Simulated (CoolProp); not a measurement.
Water at 566.86 K and 4.32 MPa is compressed adiabatically to 17.6 MPa with isentropic efficiency 0.75. Each further row changes one setting.

Values from CoolProp's reference Helmholtz-energy equation of state, Wagner 2002.

```tsv
case	work (kJ/kg)	final temperature (K)	final density (kg/m³)
as stated	501	(withheld)	(withheld)
efficiency 1	(withheld)	(withheld)	(withheld)
efficiency 0.65	(withheld)	854.8	(withheld)
```

Question: Complete the blanks.

Answer: 
- as stated, final temperature (K): 827.0
- as stated, final density (kg/m³): 51.8
- efficiency 1, work (kJ/kg): 376
- efficiency 1, final temperature (K): 783.9
- efficiency 1, final density (kg/m³): 56.5
- efficiency 0.65, work (kJ/kg): 579
- efficiency 0.65, final density (kg/m³): 49.2
